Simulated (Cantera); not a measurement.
**Equilibrium for halide evaporation, hydrolysis and transport: CsCl + HCl + N2 + H2O**

Charge: 1 mol CsCl, 0.023 mol HCl, 84 mol N2, a varied amount of H2O, at 2073 K and 0.00240 Torr.

Equilibrium computed with Cantera from the NASA thermochemical tables; the gas is ideal and each condensed phase is pure. Candidate condensed phases: Cs, CsCl, CsOH, H2O, NH4Cl; 37 gas species. Kinetics and transport are ignored.

| n(H2O) (mol) | log p N2 | log p H | log p O | log p H2 | log p O2 | log p Cl | log p Cs | log p OH |
|---|---|---|---|---|---|---|---|---|
| 1.4 | -5.53 | -7.02 | -7.35 | -8.88 | -8.83 | -7.48 | -7.48 | -9.07 |
| 1.7 | -5.53 | -6.94 | -7.28 | -8.72 | -8.68 | -7.48 | -7.48 | -8.92 |
| 2 | -5.53 | -6.88 | -7.22 | -8.60 | -8.56 | -7.49 | -7.49 | -8.79 |
| 2.5 | -5.54 | -6.79 | -7.14 | -8.43 | -8.40 | -7.49 | -7.49 | -8.63 |
| 2.9 | -5.54 | -6.74 | -7.09 | -8.32 | -8.29 | -7.50 | -7.50 | -8.52 |
| 3.5 | -5.55 | -6.67 | -7.02 | -8.18 | -8.17 | -7.51 | -7.50 | -8.39 |
| 4.2 | -5.56 | -6.61 | -6.96 | -8.05 | -8.05 | -7.52 | -7.51 | -8.26 |
| 5 | -5.57 | -6.55 | -6.91 | -7.93 | -7.94 | -7.53 | -7.52 | -8.15 |
| 6 | -5.58 | -6.49 | -6.85 | -7.81 | -7.83 | -7.55 | -7.53 | -8.04 |
| 7.2 | -5.59 | -6.43 | -6.80 | -7.70 | -7.72 | -7.56 | -7.54 | -7.93 |
| 8.6 | -5.61 | -6.38 | -6.75 | -7.59 | -7.63 | -7.58 | -7.55 | -7.82 |
| 10 | -5.62 | -6.33 | -6.71 | -7.50 | -7.55 | -7.59 | -7.57 | -7.74 |
| 12 | -5.64 | -6.28 | -6.67 | -7.40 | -7.46 | -7.62 | -7.58 | -7.65 |
log p: log10 of the partial pressure in bar; nothing condenses.

From 1.4 mol H2O to 12 mol H2O nothing is condensed. The main Cs-bearing gas is Cs throughout.
